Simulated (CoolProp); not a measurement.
Vapour-liquid equilibrium of propane (1) + R236FA (2) at 270.9 K; x and y are mole fractions of (1).

Values from CoolProp's multi-fluid Helmholtz-energy mixture model, Lemmon 2009 and Pan 2012; pair parameters Bell 2016.

| x | bubble pressure (MPa) | y at the bubble point | dew pressure at overall composition x (MPa) | liquid density (mol/L) |
|---|---|---|---|---|
| 0.05 | 0.1716 | 0.439 | 0.1033 | 9.595 |
| 0.125 | 0.2568 | 0.639 | 0.1119 | 9.701 |
| 0.2 | 0.3158 | 0.717 | 0.1222 | 9.811 |
| 0.275 | 0.3549 | 0.757 | 0.1344 | 9.927 |
| 0.35 | 0.3800 | 0.781 | 0.1492 | 10.05 |
| 0.425 | 0.3961 | 0.796 | 0.1677 | 10.19 |
| 0.5 | 0.4071 | 0.807 | 0.1912 | 10.35 |
| 0.575 | 0.4155 | 0.817 | 0.2220 | 10.52 |
| 0.65 | 0.4231 | 0.828 | 0.2640 | 10.72 |
| 0.725 | 0.4305 | 0.843 | 0.3230 | 10.94 |
| 0.8 | 0.4378 | 0.864 | 0.4005 | 11.20 |
| 0.875 | 0.4439 | 0.896 | 0.4405 | 11.49 |
| 0.95 | 0.4459 | 0.948 | 0.4459 | 11.82 |

y crosses x between x = 0.875 and 0.95: the model has an azeotrope there.

Pair parameters are fitted to limited data, so mixtures are less certain than the pure fluids. With so large a gap from Raoult's law the liquid may split in two, which this calculation doesn't test in full.
